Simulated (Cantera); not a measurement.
Gas mixture: 22.2 % H2O, 38.9 % NO, 38.9 % CO2, at 100.0 Torr, frozen composition.

Cantera's kinetic-theory transport with the Lennard-Jones parameters of GRI-Mech 3.0, ideal gas; thermal conductivity in the mixture-averaged form. Polar gases are described roughly by these parameters. The composition is frozen, though it would react at the higher temperatures.

One state of this run: ρ (kg/m³) = 0.0277; cp (J/kg/K) = 1492; μ (µPa s) = 65.0; λ (mW/m/K) = 140; Pr = 0.695; D (cm²/s) CO2 = 31.3; D (cm²/s) CH4 = 38.0; D (cm²/s) H2O = 42.1. D: mixture-averaged diffusion coefficient of that species in the mixture.

Task: Which value of T (K) does it belong to?
(A) 1900
(B) 400
(C) 900
(D) 1400

Result: A, 1900
